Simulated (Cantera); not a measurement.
Cantera run, input and output.

```python
import numpy as np
import cantera as ct

gas = ct.Solution("gri30.yaml")
gas.TPX = 350, 100000, {'CH4': 1, 'C2H6': 0.37, 'C3H8': 0.29, 'O2': 3.16, 'N2': 8.86}
flame = ct.FreeFlame(gas, width=0.04)
flame.set_refine_criteria(ratio=3, slope=0.08, curve=0.16)
flame.transport_model = "mixture-averaged"
flame.solve(loglevel=0, auto=True)
z, T = flame.grid, flame.T
thick = (T[-1] - T[0]) / np.gradient(T, z).max()
show = ['CH4', 'C2H6', 'C3H8', 'H', 'H2O', 'NO2']
print(f"laminar burning velocity  {flame.velocity[0] * 100:.3f} cm/s")
print(f"burnt temperature         {T[-1]:.1f} K")
print(f"thermal thickness         {thick * 1e3:.4f} mm")
print(f"grid points               {len(z)}")
z0 = z[flame.heat_release_rate.argmax()]
print(f"{'z/mm':>9s}{'T/K':>9s}{'u/(m/s)':>9s}" + "".join(f"{s:>11s}" for s in show))
rows = []
for k in (-3, -2, -1.5, -1, -0.5, -0.25, 0, 0.25, 0.5, 1, 2, 4, 8):
    zz = z0 + k * thick
    rows.append([k * thick, np.interp(zz, z, T), np.interp(zz, z, flame.velocity),
                 *(np.interp(zz, z, flame.X[gas.species_index(s)]) for s in show)])
    print(f"{rows[-1][0] * 1e3:9.3f}{rows[-1][1]:9.1f}{rows[-1][2]:9.3f}" + "".join(f"{x:11.3e}" for x in rows[-1][3:]))
```

Result:

```
laminar burning velocity  43.328 cm/s
burnt temperature         2209.8 K
thermal thickness         0.4450 mm
grid points               148
     z/mm      T/K  u/(m/s)        CH4       C2H6       C3H8          H        H2O        NO2
   -1.335    350.2    0.435  7.288e-02  2.698e-02  2.115e-02  4.089e-17  2.289e-05  1.821e-10
   -0.890    352.0    0.439  7.239e-02  2.684e-02  2.104e-02  4.680e-15  2.540e-04  3.031e-09
   -0.668    363.2    0.457  7.142e-02  2.660e-02  2.088e-02  8.001e-13  1.570e-03  2.707e-08
   -0.445    462.8    0.594  6.719e-02  2.560e-02  2.030e-02  5.137e-09  1.276e-02  3.181e-07
   -0.223    989.5    1.331  4.929e-02  1.802e-02  1.403e-02  2.671e-05  6.914e-02  6.107e-07
   -0.111   1437.3    2.002  3.252e-02  8.157e-03  4.495e-03  3.790e-04  1.170e-01  1.426e-07
    0.000   1834.6    2.623  1.325e-02  7.063e-04  8.637e-05  2.523e-03  1.614e-01  1.172e-08
    0.111   2042.9    2.942  3.311e-03  1.611e-05  5.293e-08  5.095e-03  1.832e-01  1.746e-09
    0.223   2120.8    3.055  8.874e-04  9.903e-07  1.786e-10  6.149e-03  1.884e-01  7.938e-10
    0.445   2162.3    3.108  1.326e-04  2.028e-08  5.410e-13  6.094e-03  1.872e-01  6.983e-10
    0.890   2177.6    3.125  1.307e-05  1.732e-10  4.867e-16  5.356e-03  1.849e-01  8.975e-10
    1.780   2186.5    3.136  5.462e-07  2.451e-13  3.359e-20  4.515e-03  1.848e-01  1.085e-09
    3.560   2195.6    3.147  1.185e-08  1.652e-16  2.879e-24  3.546e-03  1.854e-01  1.154e-09
```

Model: GRI-Mech 3.0 (53 species, 325 reactions), integrated in Cantera. GRI-Mech 3.0 was tuned for natural gas; its chemistry of propane as a main component is partial and can be far from experiment. Burning velocities carry a grid error of a few per cent, more on coarse grids.
